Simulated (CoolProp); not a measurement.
Vapour pressure (MPa) of hydrogen sulfide: the reference equation beside estimates from Tc = 100.0 °C, pc = 8.999 MPa, ω = 0.101.

The numbers come from the reference Helmholtz-energy equation of state, Lemmon 2006 in CoolProp. It is a short technical equation, of lower accuracy than the large ones.

```json
[
 {"T (°C)": "-75.45", "reference": "0.04394", "van der Waals": "0.3667", "Peng-Robinson": "0.04565"},
 {"T (°C)": "-62.05", "reference": "0.09262", "van der Waals": "0.5524", "Peng-Robinson": "0.09481"},
 {"T (°C)": "-48.65", "reference": "0.1767", "van der Waals": "0.7947", "Peng-Robinson": "0.1790"},
 {"T (°C)": "-35.35", "reference": "0.3098", "van der Waals": "1.098", "Peng-Robinson": "0.3117"},
 {"T (°C)": "-21.95", "reference": "0.5105", "van der Waals": "1.475", "Peng-Robinson": "0.5114"},
 {"T (°C)": "-8.55", "reference": "0.7965", "van der Waals": "1.927", "Peng-Robinson": "0.7960"},
 {"T (°C)": "4.85", "reference": "1.187", "van der Waals": "2.462", "Peng-Robinson": "1.186"},
 {"T (°C)": "18.25", "reference": "1.703", "van der Waals": "3.084", "Peng-Robinson": "1.702"},
 {"T (°C)": "31.65", "reference": "2.366", "van der Waals": "3.798", "Peng-Robinson": "2.367"},
 {"T (°C)": "45.05", "reference": "3.197", "van der Waals": "4.608", "Peng-Robinson": "3.204"},
 {"T (°C)": "58.35", "reference": "4.214", "van der Waals": "5.510", "Peng-Robinson": "4.232"},
 {"T (°C)": "71.75", "reference": "5.458", "van der Waals": "6.521", "Peng-Robinson": "5.490"}
]
```

Absolute difference from the reference over all 12 rows, mean and median: van der Waals 209.1 and 124.7 %, Peng-Robinson 0.8 and 0.3 %.
